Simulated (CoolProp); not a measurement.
Vapour-liquid equilibrium of isobutane (1) + isobutene (2) at 141 kPa; x and y are mole fractions of (1).

The numbers come from the multi-fluid Helmholtz-energy mixture model, Bücker 2006 and Lemmon 2005; pair parameters Bell 2016 in CoolProp.

```csv
x,bubble temperature (°C),y at the bubble point,dew temperature at overall composition x (°C),liquid density (mol/L)
0.05,1.4,0.062,1.5,10.94
0.15,0.7,0.178,0.9,10.84
0.25,0.1,0.288,0.3,10.74
0.35,-0.4,0.392,-0.2,10.64
0.45,-0.9,0.492,-0.7,10.55
0.55,-1.4,0.588,-1.2,10.45
0.65,-1.8,0.682,-1.7,10.36
0.75,-2.2,0.774,-2.1,10.27
0.85,-2.5,0.865,-2.5,10.18
0.95,-2.8,0.955,-2.8,10.09
```

No azeotrope shows between x = 0.05 and 0.95.

The pair parameters rest on a limited set of measurements; away from them the model extrapolates.
